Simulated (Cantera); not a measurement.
A Cantera script and what it prints.

```python
import numpy as np
import cantera as ct

gas_names = """
    H HO2 H2 H2O H2O2 H2S H2SO4 O OH O2 O3 S SH SO SO2 SO3 S2 S2O S8
""".split()
cond_names = """
    H2O(s) H2O(L) H2SO4(L) S(cr1) S(cr2) S(L)
""".split()


def load(file, names, dense=False):
    # The tables refer to 1 bar. Condensed volumes are neglected.
    table = {s.name: s for s in ct.Species.list_from_file(file)}
    out = []
    for n in names:
        d = dict(table[n].input_data)
        d["thermo"] = dict(d["thermo"], **{"reference-pressure": 1e5})
        if dense:
            d["equation-of-state"] = {"model": "constant-volume", "density": "1e6 g/cm^3"}
        out.append(ct.Species.from_dict(d))
    return out


gas = ct.Solution(thermo="ideal-gas", species=load("nasa_gas.yaml", gas_names))
cond = {s.name: ct.Solution(thermo="fixed-stoichiometry", species=[s], name=s.name)
        for s in load("nasa_condensed.yaml", cond_names, dense=True)}
atoms = {
    'H2O': {'H': 2, 'O': 1},
    'SO2': {'S': 1, 'O': 2},
    'H2': {'H': 2},
    'O2': {'O': 2},
}
top_T = {}  # K; cautious upper limits of use, not melting points


def equilibrate(T, P, feed):
    n = {}
    for name, mol in feed.items():
        for a, k in atoms[name].items():
            n[a] = n.get(a, 0.0) + k * mol
    gas.TPX = T, P, n
    mass = sum(n.values()) * gas.mean_molecular_weight
    gas.equilibrate("TP")
    valid = [c for c in cond.values() if c.min_temp <= T <= top_T.get(c.name, c.max_temp)]
    mix = ct.Mixture([(gas, mass / gas.mean_molecular_weight)] + [(c, 0.0) for c in valid])
    mix.T, mix.P = T, P
    mix.equilibrate("TP", solver="vcs", rtol=1e-11, max_steps=5000)
    return mix


results = []
feed = {'H2O': 1, 'SO2': 0.97, 'H2': 0.091, 'O2': 1.4}  # mol
T = 3123.15  # K
P = 3700000  # Pa
mix = equilibrate(T, P, feed)
results.append((T, P, feed, dict(zip(mix.species_names, mix.species_moles))))
print(gas.report(threshold=1e-06))
for i in range(1, mix.n_phases):
    print(f"{mix.phase(i).name:16s} {mix.phase_moles(i):12.5e} mol")
```

Result:

```
       temperature   3123.2 K
          pressure   3.7e+06 Pa
           density   5.0663 kg/m^3
  mean mol. weight   35.556 kg/kmol
   phase of matter   gas

                          1 kg             1 kmol
                     ---------------   ---------------
          enthalpy       -4.1001e+05       -1.4578e+07  J
   internal energy       -1.1403e+06       -4.0546e+07  J
           entropy              8102        2.8808e+05  J/K
    Gibbs function       -2.5714e+07       -9.1429e+08  J
 heat capacity c_p            1395.5             49618  J/K
 heat capacity c_v            1161.6             41304  J/K

                      mass frac. Y      mole frac. X     chem. pot. / RT
                     ---------------   ---------------   ---------------
                 H        7.4844e-05           0.00264           -11.339
               HO2        0.00030649        0.00033017           -39.168
                H2        0.00028346         0.0049994           -22.679
               H2O           0.14029           0.27689           -36.593
              H2O2        2.0705e-05        2.1643e-05           -50.508
               H2S         1.657e-06         1.729e-06           -42.575
                 O         0.0076378          0.016974           -13.914
                OH          0.025445          0.053197           -25.254
                O2           0.33236           0.36932           -27.829
                O3        3.1902e-06        2.3633e-06           -41.743
                 S        3.6022e-05        3.9951e-05           -19.896
                SH        1.5582e-05        1.6754e-05           -31.235
                SO         0.0098438         0.0072829            -33.81
               SO2           0.48196           0.26752           -47.724
               SO3         0.0017231        0.00076531           -61.639
     [   +4 minor]        3.0528e-06        1.4354e-06

S(L)              0.00000e+00 mol
```

These are equilibrium values from Cantera (NASA tables, ideal gas, pure condensed phases), not measurements of a reactor. The ideal-gas law is rough above about 30 bar.
